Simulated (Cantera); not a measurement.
# Adiabatic ignition

An adiabatic, constant-volume homogeneous reactor starts with CH4 : O2 : N2 = 1 : 0.952 : 3.58 (molar parts), equivalence ratio 2.1, at 1425 K and 3750 Torr.

Computed with Cantera and GRI-Mech 3.0 (53 species, 325 reactions).

```csv
t (s),T (K),P (bar),x CH4,x O2,x C2H6,x OH,x H,x HCO,x C2H2
2.00e-6,1425,5.00,0.181,0.172,7.20e-11,1.48e-9,2.58e-9,<1e-12,<1e-12
5.40e-6,1425,5.00,0.181,0.172,1.67e-9,4.16e-9,3.25e-9,<1e-12,<1e-12
1.46e-5,1425,5.00,0.181,0.172,5.08e-8,1.37e-8,6.00e-9,6.95e-12,<1e-12
3.94e-5,1425,5.00,0.181,0.172,2.04e-6,4.17e-8,1.80e-8,1.18e-10,7.28e-12
0.000106,1426,5.00,0.181,0.172,4.11e-5,8.27e-8,4.20e-8,1.43e-9,7.65e-10
0.000287,1429,5.02,0.180,0.171,0.000261,1.61e-7,9.76e-8,8.77e-9,2.69e-8
0.000775,1477,5.19,0.170,0.165,0.00192,1.33e-6,1.12e-6,1.78e-7,3.20e-6
0.00209,2712,11.4,1.17e-9,9.86e-6,<1e-12,0.00133,0.00748,1.24e-6,4.51e-12
0.00565,2712,11.4,1.17e-9,9.87e-6,<1e-12,0.00133,0.00748,1.24e-6,4.50e-12
0.0152,2712,11.4,1.17e-9,9.87e-6,<1e-12,0.00133,0.00748,1.24e-6,4.50e-12
0.0412,2712,11.4,1.17e-9,9.87e-6,<1e-12,0.00133,0.00748,1.24e-6,4.50e-12
0.111,2712,11.4,1.17e-9,9.87e-6,<1e-12,0.00133,0.00748,1.24e-6,4.50e-12
0.300,2712,11.4,1.17e-9,9.87e-6,<1e-12,0.00133,0.00748,1.24e-6,4.50e-12
```
x: mole fraction; the columns are a selection and need not sum to one.

| Item | Value |
|---|---|
| time of steepest temperature rise | 0.971 ms |
| temperature at 0.300 s | 2712 K |
| equilibrium temperature | 2712 K |
| x(CH4) at 0.300 s | 1.17e-9 (gas-phase equilibrium 1.32e-9) |
| x(O2) at 0.300 s | 9.87e-6 (gas-phase equilibrium 9.87e-6) |
| x(C2H6) at 0.300 s | <1e-12 (gas-phase equilibrium <1e-12) |
